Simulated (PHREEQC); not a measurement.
# Spent oxide etchant: an equilibrium model

Solution (25 °C): 27 mmol/kgw HF, 0.6 mmol/kgw (NH4)2SiF6 and 54 mmol/kgw HBF4. Closed to the air; pH follows from the charge balance.

Equilibrium calculation in PHREEQC: ion-association model, phreeqc.dat.

```json
{
 "pH": "1.33",
 "ionic_strength": "0.0563 mol/kgw",
 "total_alkalinity": "-245 meq/kg"
}
```

```tsv
species	molality	activity	log γ
H+	0.0545	0.0462	-0.071
BF4-	0.0532	0.0433	-0.089
HF	0.0275	0.0279	0.006
NH4+	0.00120	0.000950	-0.101
BF3OH-	0.000701	0.000571	-0.089
SiF6-2	0.000600	0.000269	-0.348
F-	0.000500	0.000402	-0.095
H3BO3	8.64e-5	8.75e-5	0.006
HF2-	5.28e-5	4.30e-5	-0.089
BF2(OH)2-	3.43e-5	2.79e-5	-0.089
BF(OH)3-	1.72e-8	1.40e-8	-0.089
H4SiO4	9.03e-9	9.15e-9	0.006
```

This is a speciation only: nothing precipitates in the calculation. Species that the database lacks are ignored. SiF6-2 is the database's only silicon fluoride. Real BF4- forms and hydrolyses slowly; the run takes it at equilibrium.
